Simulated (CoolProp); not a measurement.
Vapour-liquid equilibrium of acetone (1) + n-heptane (2) at 0.112 MPa; x and y are mole fractions of (1).

Values from CoolProp's multi-fluid Helmholtz-energy mixture model, Lemmon 2006 and Span 2003; pair parameters Bell 2016.

Question: Give the bubble temperature and the first vapour's composition at x = 0.2, 0.275, 0.575. Is there an azeotrope?

Answer: x = 0.2: 70.8 °C, y = 0.675; x = 0.275: 66.8 °C, y = 0.731; x = 0.575: 61.1 °C, y = 0.816. y crosses x between x = 0.875 and 0.95: the model has an azeotrope there.

The pair parameters rest on a limited set of measurements; away from them the model extrapolates. With so large a gap from Raoult's law the liquid may split in two, which this calculation doesn't test in full.
